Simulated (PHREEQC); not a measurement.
Acid rinse or clean (model solution)

Consider water at 25 °C with 0.004 mol/kgw HF, 0.00018 mol/kgw CuSO4 and 0.00029 mol/kgw MnSO4. Closed to the air; pH follows from the charge balance.

Model: ion-association model, phreeqc.dat, run in PHREEQC.

No solid was allowed to form.

Task: What pH, ionic strength does the model give?

Result: pH 2.89; ionic strength 0.00312 mol/kgw.

Task: In which forms is Mn present?

Result: Mn+2 95 %, MnSO4 4.3 %, MnF+ 0.7 % of the Mn.
